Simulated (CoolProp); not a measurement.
R1224YDZ at 298.15 K and 16 MPa is throttled through a valve to 1.7 MPa with no heat exchange. Each further row changes one setting.

The numbers come from the reference Helmholtz-energy equation of state, Akasaka 2023 in CoolProp.

| case | temperature change (K) | final density (kg/m³) |
|---|---|---|
| as stated | +4.2 | 1350 |
| outlet pressure 0.51 MPa | +4.5 | 1350 |
| outlet pressure 2.21 MPa | +4.1 | 1360 |
